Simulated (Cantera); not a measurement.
Catalytic stagnation flow on Pt

A jet of H₂ : O₂ : N₂ = 0.029 : 0.054 : 0.79 (molar parts) at 300 K and 128 Torr hits a platinum plate 7.9 cm away at a mass flux of 0.083 kg/m²/s; the plate temperature is set and raised in steps from an oxygen-covered start.

Detailed kinetics in Cantera: Deutschmann's 1995 Pt surface mechanism with GRI-Mech 3.0 gas chemistry. Catalytic surfaces can have several steady states; this one follows from the mechanism file's or the stated starting coverage.

| plate T (K) | wall x H₂ | wall x O₂ | wall x H₂O | wall x OH | θ free Pt | θ O* | θ OH* |
|---|---|---|---|---|---|---|---|
| 500 | 0.00126 | 0.0272 | 0.0633 | <1e-8 | 0.0679 | 0.899 | 0.0329 |
| 550 | 0.00126 | 0.0273 | 0.0628 | <1e-8 | 0.0716 | 0.909 | 0.0188 |
| 600 | 0.00125 | 0.0274 | 0.0623 | <1e-8 | 0.0752 | 0.913 | 0.0117 |
| 650 | 0.00125 | 0.0275 | 0.0619 | <1e-8 | 0.0788 | 0.913 | 0.00781 |
| 700 | 0.00121 | 0.0275 | 0.0616 | <1e-8 | 0.0845 | 0.910 | 0.00557 |
x: mole fraction at the wall; θ: surface coverage.
